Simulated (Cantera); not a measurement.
Charge: 1 mol SiH4, 5.5 mol N2, equilibrated at 1750 °C and 10.0 mbar.

Equilibrium computed with Cantera from the NASA thermochemical tables; the gas is ideal and each condensed phase is pure. Candidate condensed phases: Si, Si3N4; 18 gas species. The tables' values for SiN are old estimates; treat these amounts as uncertain. Gases not in the tables: Si2H6 and higher silanes. Kinetics and transport are ignored.

Base state: N2 0.725, H2 0.259, H 0.00966, Si 0.00569, SiH 0.000186, Si2N 0.000154, SiN 0.000119, Si2 6.23e-5 (mole fractions); condensed: Si(l).

What changes in the equilibrium state with this change: temperature from 1750 °C to 452 °C?


```
species          before  after
-------------  --------  -----
N2                0.725  0.707
H2                0.259  0.293
H               0.00966  <1e-9
Si              0.00569  <1e-9
SiH            0.000186  <1e-9
Si2N           0.000154  <1e-9
SiN            0.000119  <1e-9
Si2             6.23e-5  <1e-9
SiH2            3.13e-5  <1e-9
Si(l), mol        0.951      0
Si3N4(s), mol         0  0.333
```
N2 is the only nitrogen source here; it is nearly inert below about 1500 K, so the nitride shown seldom forms there in practice.
